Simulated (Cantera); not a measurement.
An adiabatic, constant-pressure homogeneous reactor starts with C3H8 : O2 : N2 = 1 : 12.5 : 55 (molar parts), at 1125 K and 23.7 atm.

Cantera simulation using GRI-Mech 3.0 (53 species, 325 reactions); the numbers are that mechanism's predictions, not measurements. GRI-Mech 3.0 was tuned for natural gas; its chemistry of propane as a main component is partial and can be far from experiment. The pressure lies above the range GRI-Mech 3.0 was tuned for (to about 10 atm).

x: mole fraction; the columns are a selection and need not sum to one.

| t (s) | T (K) | x C3H8 | x O2 | x OH | x C2H6 | x HCO |
|---|---|---|---|---|---|---|
| 3.00e-6 | 1125 | 0.0146 | 0.182 | 2.66e-11 | 4.26e-12 | <1e-12 |
| 7.82e-6 | 1125 | 0.0146 | 0.182 | 7.53e-11 | 8.09e-11 | <1e-12 |
| 2.04e-5 | 1125 | 0.0146 | 0.182 | 2.45e-10 | (withheld) | <1e-12 |
| 5.31e-5 | 1125 | 0.0146 | 0.182 | 9.40e-10 | 3.69e-8 | <1e-12 |
| 0.000138 | 1125 | 0.0146 | 0.182 | 3.21e-9 | 8.31e-7 | 1.22e-12 |
| 0.000361 | 1125 | 0.0145 | 0.182 | 5.42e-9 | 7.15e-6 | 8.72e-12 |
| 0.000940 | 1125 | 0.0144 | 0.182 | 9.74e-9 | 3.21e-5 | 4.56e-11 |
| 0.00245 | 1133 | (withheld) | 0.181 | (withheld) | (withheld) | (withheld) |
| 0.00638 | 1925 | <1e-12 | 0.108 | 0.000406 | <1e-12 | <1e-12 |
| 0.0166 | 1925 | <1e-12 | 0.108 | 0.000406 | <1e-12 | <1e-12 |
| 0.0434 | 1925 | <1e-12 | 0.108 | 0.000406 | <1e-12 | <1e-12 |
| 0.113 | 1925 | <1e-12 | 0.108 | 0.000405 | <1e-12 | <1e-12 |
| 0.294 | 1924 | <1e-12 | 0.107 | 0.000403 | <1e-12 | <1e-12 |
| 0.767 | 1921 | <1e-12 | 0.107 | 0.000397 | <1e-12 | <1e-12 |
| 2.00 | 1918 | <1e-12 | 0.106 | 0.000389 | <1e-12 | <1e-12 |

Task: Fill in the missing entries.

Result: 
- 2.04e-5, x C2H6: 1.60e-9
- 0.00245, x C3H8: 0.0125
- 0.00245, x OH: 1.71e-7
- 0.00245, x C2H6: 0.000230
- 0.00245, x HCO: 2.54e-9
